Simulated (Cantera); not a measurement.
Charge: 1 mol SiH4, 3.5 mol HCl, 920 mol H2, equilibrated at 950 °C and 1.28 Torr.

Equilibrium computed with Cantera from the NASA thermochemical tables; the gas is ideal and each condensed phase is pure. Candidate condensed phases: Si; 19 gas species. The numbers say what is thermodynamically allowed, not how fast it happens.

Base state: H2 0.996, HCl 0.00371, SiCl2 3.37e-5 (mole fractions); condensed: Si(s).

Task: What changes in the equilibrium state with this change: temperature from 950 °C to 1402 °C?

Result: 
```json
[
 {"species": "H2", "before": "0.996", "after": "0.993"},
 {"species": "HCl", "before": "0.00371", "after": "0.00366"},
 {"species": "H", "before": "7.30e-6", "after": "0.00281"},
 {"species": "Si", "before": "1.90e-9", "after": "0.000255"},
 {"species": "SiH", "before": "1.02e-9", "after": "1.76e-5"},
 {"species": "SiH2", "before": "1.87e-8", "after": "1.12e-5"},
 {"species": "SiCl2", "before": "3.37e-5", "after": "4.87e-5"},
 {"species": "Si(s), mol", "before": "0.969", "after": "0.682"}
]
```
Gases not in the tables: Si2H6 and higher silanes.
